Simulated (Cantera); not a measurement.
What does this Cantera script print?

```python
import numpy as np
import cantera as ct

gas_names = """
    CL CL2 H HCL H2 Si SiCL SiCL2 SiCL3 SiCL4 SiH SiHCL3 SiH2 SiH2CL2 SiH3 SiH3CL SiH4 Si2 Si3
""".split()
cond_names = """
    Si(cr) Si(L)
""".split()


# ... load() reads the species with a 1 bar reference pressure and builds the phases ...
atoms = {
    'SiH2Cl2': {'Si': 1, 'H': 2, 'CL': 2},
    'H2': {'H': 2},
}
top_T = {}  # K; cautious upper limits of use, not melting points


# ... equilibrate(T, P, feed) seeds the gas with the atoms and calls Mixture.equilibrate('TP', solver="vcs", rtol=1e-11, max_steps=5000) ...
results = []
T = 1873  # K
P = 23000  # Pa
for m in [4.7, 5.6, 6.8, 8.2, 9.8, 12, 14, 17, 21, 25, 30, 36, 43]:
    feed = {'SiH2Cl2': 1, 'H2': m}  # mol
    mix = equilibrate(T, P, feed)
    results.append((T, P, feed, dict(zip(mix.species_names, mix.species_moles))))

top = {s: max(r[3][s] / sum(r[3][g] for g in gas_names) for r in results) for s in gas_names}
cols = sorted((s for s in top if top[s] > 0.001), key=lambda s: -top[s])[:8]
seen = [c for c in cond_names if any(r[3].get(c, 0) > 1e-12 for r in results)]
print("log10 of partial pressures in bar; condensed amounts in mol")
print(f"{'n(H2)':>10s}" + "".join(f"{s[:9]:>10s}" for s in cols + seen))
for T, P, feed, n in results:
    ng = sum(n[g] for g in gas_names)
    print(f"{feed['H2']:10.4g}" + "".join(f"{np.log10(max(n[s] / ng * P / 1e5, 1e-99)):10.3f}" for s in cols)
          + "".join(f"{n.get(c, 0):10.4g}" for c in seen))
```

Result:

```
log10 of partial pressures in bar; condensed amounts in mol
     n(H2)        H2       HCL     SiCL2     SiCL3         H     Si(L)
       4.7    -0.747    -1.482    -1.770    -3.309    -3.564    0.4874
       5.6    -0.734    -1.514    -1.845    -3.423    -3.557    0.5125
       6.8    -0.722    -1.552    -1.935    -3.557    -3.551    0.5416
       8.2    -0.711    -1.593    -2.027    -3.695    -3.546    0.5706
       9.8    -0.702    -1.634    -2.119    -3.833    -3.541    0.5988
        12    -0.693    -1.685    -2.230    -3.999    -3.536    0.6312
        14    -0.686    -1.726    -2.317    -4.130    -3.533    0.6559
        17    -0.679    -1.780    -2.433    -4.303    -3.530    0.6867
        21    -0.673    -1.842    -2.564    -4.500    -3.526    0.7193
        25    -0.668    -1.896    -2.676    -4.669    -3.524    0.7451
        30    -0.664    -1.954    -2.798    -4.851    -3.522    0.7709
        36    -0.660    -2.015    -2.923    -5.039    -3.520    0.7951
        43    -0.657    -2.076    -3.048    -5.227    -3.519     0.817
```

These are equilibrium values from Cantera (NASA tables, ideal gas, pure condensed phases), not measurements of a reactor. The tables' values for SiCl3, SiCl are old estimates; treat these amounts as uncertain. Gases not in the tables: Si2H6 and higher silanes.
